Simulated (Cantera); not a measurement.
An adiabatic, constant-volume homogeneous reactor starts with CH4 : O2 : N2 = 1 : 4 : 15 (molar parts), equivalence ratio 0.50, at 1173 K and 1.60 bar. Integrator tolerance rtol = 1e-08.

Detailed kinetics in Cantera: GRI-Mech 3.0 (53 species, 325 reactions).

```json
[
 {"quantity": "time of steepest temperature rise", "before": "30.0 ms", "after": "0.108 ms"},
 {"quantity": "temperature at 0.200 s", "before": "2406 K", "after": "2710 K"},
 {"quantity": "equilibrium temperature", "before": "2406 K", "after": "2710 K"},
 {"quantity": "x(CH4) at 0.200 s", "before": "<1e-12 (gas-phase equilibrium <1e-12)", "after": "<1e-12 (gas-phase equilibrium <1e-12)"},
 {"quantity": "x(O2) at 0.200 s", "before": "0.0924 (gas-phase equilibrium 0.0924)", "after": "0.0873 (gas-phase equilibrium 0.0873)"},
 {"quantity": "x(N2O) at 0.200 s", "before": "1.22e-6 (gas-phase equilibrium 1.22e-6)", "after": "1.72e-6 (gas-phase equilibrium 1.72e-6)"},
 {"quantity": "x(CH2CO) at 0.200 s", "before": "<1e-12 (gas-phase equilibrium <1e-12)", "after": "<1e-12 (gas-phase equilibrium <1e-12)"},
 {"quantity": "x(HCO) at 0.200 s", "before": "2.39e-10 (gas-phase equilibrium 2.39e-10)", "after": "4.74e-9 (gas-phase equilibrium 4.74e-9)"},
 {"quantity": "x(H) at 0.200 s", "before": "0.000231 (gas-phase equilibrium 0.000231)", "after": "0.00197 (gas-phase equilibrium 0.00197)"},
 {"quantity": "x(H2) at 0.200 s", "before": "0.000646 (gas-phase equilibrium 0.000646)", "after": "0.00282 (gas-phase equilibrium 0.00282)"}
]
```

Q: Which change was made?
A. initial temperature 1173 to 1725 K
B. pressure from 1.60 bar to 0.270 bar
C. pressure from 1.60 bar to 0.600 bar
D. constant pressure in place of constant volume

A: A, initial temperature 1173 to 1725 K
